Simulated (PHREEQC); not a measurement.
0.091 g of hydrous ferric oxide (600 m²/g; 0.2 weak and 0.005 strong sites per Fe, Dzombak-Morel constants, diffuse double layer) in 1 kg of water with 0.01 mol/kgw of an inert sodium salt, at 25 °C; the pH is set by adding NaOH or the inert anion's acid. Oxygen alone is held at its pressure in air (log pO2 = -0.68). The system is closed to CO2. Precipitation was switched off in this run.

Base run: PHREEQC, ion-association model, wateq4f.dat. Each further column changes one thing. The table gives surface charge σ (C/m²).

```csv
pH,base,background salt from 0.01 to 0.001 mol/kgw,oxide from 0.091 to 0.45 g/kgw,0.00085 mol/kgw Na2SeO4 added
4,0.216,0.118,0.217,0.032
4.5,0.160,0.078,0.161,0.031
5,0.113,0.050,0.114,0.029
6,0.050,0.019,0.050,0.022
6.5,0.030,0.011,0.030,0.017
7,0.017,0.006,0.017,0.013
7.5,0.008,0.003,0.008,0.008
8,0.001,0.000,0.001,0.001
9,-0.013,-0.004,-0.013,-0.014
9.5,-0.024,-0.009,-0.024,-0.026
10,-0.040,-0.015,-0.040,-0.044
```
